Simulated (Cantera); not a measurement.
Charge: 1 mol Si₃N₄, 0.51 mol Cl₂, 4.4 mol H₂, equilibrated at 1725 K.

Cantera equilibrium calculation (NASA polynomials, part measured and part estimated; ideal gas, pure solids and liquids). Candidate condensed phases: NH₄Cl, Si, Si₃N₄; 28 gas species. Mutual solubility and eutectic melting of coexisting phases are not modelled. Gases not in the tables: Si₂H₆ and higher silanes. The numbers say what is thermodynamically allowed, not how fast it happens.

### Question
Which condensed phases are stable at each of these points (P (Pa)): 1, 4.20, 18, 75, 320, 1300, 5600, 24000, 100000?

### Answer
| P (Pa) | condensed phases | Si condensed (%) |
|---|---|---|
| 1 | Si(l) | 64.1 |
| 4.20 | Si(l) | 85.8 |
| 18 | Si(l) | 90.5 |
| 75 | Si(l) | 91.6 |
| 320 | Si(l) | 91.8 |
| 1300 | Si(l) + Si₃N₄(s) | 91.9 |
| 5600 | Si(l) + Si₃N₄(s) | 91.9 |
| 24000 | Si₃N₄(s) | 93.6 |
| 100000 | Si₃N₄(s) | 95.4 |

From 1.00 Pa to 3.20 mbar the condensed part is Si(l). From 13.0 mbar to 56.0 mbar the condensed part is Si(l) + Si₃N₄(s). From 0.240 bar to 1.00 bar the condensed part is Si₃N₄(s).
